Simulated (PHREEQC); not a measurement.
Solution (10 °C): 0.28 mol NaHSO4, 0.00012 mol K2HPO4 and 0.00012 mol KCl per kg of water. Closed to the air; pH follows from the charge balance.

Equilibrium calculation in PHREEQC: ion-association model, wateq4f.dat.

The pH is 1.07 and the ionic strength is 0.454 mol/kgw. The activity of water is 0.989 and the total alkalinity comes out as -280 meq/kg.

```csv
species,molality,activity,log γ
Na+,0.257,0.184,-0.144
HSO4-,0.170,0.116,-0.169
H+,0.109,0.0844,-0.113
SO4-2,0.0868,0.0191,-0.657
NaSO4-,0.0228,0.0160,-0.153
K+,0.000329,0.000216,-0.183
Cl-,0.000120,7.88e-5,-0.183
H3PO4,0.000104,0.000116,0.045
KSO4-,3.13e-5,2.20e-5,-0.153
H2PO4-,1.60e-5,1.12e-5,-0.153
```

Precipitation was switched off in this run. H3PO4, which wateq4f.dat lacks, is added to it with the constant of phreeqc.dat. At this temperature some constants are extrapolated from 25 °C, and those without enthalpy data are left unchanged.
